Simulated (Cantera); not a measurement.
Charge: 1 mol MgO, 6.5 mol HF, 3.4 mol O₂, equilibrated at 1.00 bar.

Equilibrium computed with Cantera from the NASA thermochemical tables; the gas is ideal and each condensed phase is pure. Candidate condensed phases: H₂O, Mg, MgF₂, MgO, Mg(OH)₂; 31 gas species. Rates play no part. All values below are at 1325 K.

Base state: HF 0.506, O₂ 0.382, H₂O 0.112, OH 1.72e-5 (mole fractions); condensed: MgF₂(s).

### Question
What changes in the equilibrium state with this change: pressure from 1.00 bar to 3.70 Pa?

### Answer
```json
[
 {"species": "HF", "before": "0.506", "after": "0.641"},
 {"species": "O₂", "before": "0.382", "after": "0.343"},
 {"species": "MgF₂", "before": "1.06e-6", "after": "0.00759"},
 {"species": "H₂O", "before": "0.112", "after": "0.00756"},
 {"species": "O", "before": "1.70e-7", "after": "2.65e-5"},
 {"species": "OH", "before": "1.72e-5", "after": "5.56e-5"},
 {"species": "MgF₂(s), mol", "before": "1.000", "after": "0"},
 {"species": "MgO(s), mol", "before": "0", "after": "0.925"}
]
```
